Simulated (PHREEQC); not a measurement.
Model water analysis in mg/L, 25 °C, pH 6.42, pe 12.4:

| constituent | mg/L |
|---|---|
| Na | 139 |
| K | 38 |
| Ca | 63.6 |
| Mg | 33.5 |
| Cl | 234 |
| S(6) as SO4 | 35.4 |
| Alkalinity as HCO3 | 336 |
| Pb | 0.464 |
| Si as SiO2 | 1.06 |
| Sr | 0.417 |
| O(0) (dissolved oxygen) | 0.446 |
| N(5) as NO3 | 7.46 |

Valence states are taken as typed.

Model: ion-association model, phreeqc.dat, run in PHREEQC.

```json
[
 {"quantity": "CO2 (mol/kgw)", "before": "0.00406", "after": "0.0338"},
 {"quantity": "Ca+2 (mol/kgw)", "before": "0.00149", "after": "0.00150"},
 {"quantity": "Mg+2 (mol/kgw)", "before": "0.00129", "after": "0.00129"},
 {"quantity": "SO4-2 (mol/kgw)", "before": "0.000298", "after": "0.000298"},
 {"quantity": "CaHCO3+ (mol/kgw)", "before": "6.31e-5", "after": "6.32e-5"},
 {"quantity": "SI of Cerussite (PbCO3)", "before": "+0.03", "after": "-0.55"},
 {"quantity": "SI of Quartz (SiO2)", "before": "-0.77", "after": "-0.77"}
]
```

Name the change that produced these shifts.
(A) Si from 1.06 to 0.53 mg/L
(B) all concentrations times 3 at the same typed pH
(C) pH from 6.42 to 5.5 at the same alkalinity
(D) pH from 6.42 to 5.92 at the same alkalinity

C, pH from 6.42 to 5.5 at the same alkalinity

This is a speciation only: nothing precipitates in the calculation.
